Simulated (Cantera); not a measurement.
# Boron, boron nitride and boron oxide: BCl₃ + H₂

Charge: 1 mol BCl₃, a varied amount of H₂, equilibrated at 1000 K and 1700 Pa.

Method: chemical equilibrium by Gibbs-energy minimisation in Cantera with the NASA 1993 tables (ideal gas, pure condensed phases). Candidate condensed phases: B; 13 gas species. Gases not in the tables: BHCl₂. The numbers say what is thermodynamically allowed, not how fast it happens.

```json
[
 {"n(H₂) (mol)": "6.1", "log p H₂": "-1.87", "log p HCl": "-2.73", "log p BCl₃": "-2.76", "log p BCl₂": "-7.70", "n B(s)": "0.264"},
 {"n(H₂) (mol)": "26", "log p H₂": "-1.81", "log p HCl": "-2.97", "log p BCl₃": "-3.58", "log p BCl₂": "-8.25", "n B(s)": "0.576"},
 {"n(H₂) (mol)": "46", "log p H₂": "-1.79", "log p HCl": "-3.11", "log p BCl₃": "-4.01", "log p BCl₂": "-8.54", "n B(s)": "0.728"},
 {"n(H₂) (mol)": "66", "log p H₂": "-1.79", "log p HCl": "-3.21", "log p BCl₃": "-4.33", "log p BCl₂": "-8.75", "n B(s)": "0.815"},
 {"n(H₂) (mol)": "86", "log p H₂": "-1.78", "log p HCl": "-3.30", "log p BCl₃": "-4.59", "log p BCl₂": "-8.92", "n B(s)": "0.868"},
 {"n(H₂) (mol)": "110", "log p H₂": "-1.78", "log p HCl": "-3.38", "log p BCl₃": "-4.85", "log p BCl₂": "-9.10", "n B(s)": "0.908"},
 {"n(H₂) (mol)": "130", "log p H₂": "-1.78", "log p HCl": "-3.44", "log p BCl₃": "-5.04", "log p BCl₂": "-9.22", "n B(s)": "0.930"}
]
```
log p: log10 of the partial pressure in bar; n: condensed amount in mol.

From 6.1 mol H₂ to 130 mol H₂ the condensed part is B(s). The main B-bearing gas is BCl₃ throughout. The share of B in condensed phases is highest at 130 mol H₂ (93.0 %) and lowest at 6.1 mol H₂ (26.4 %).
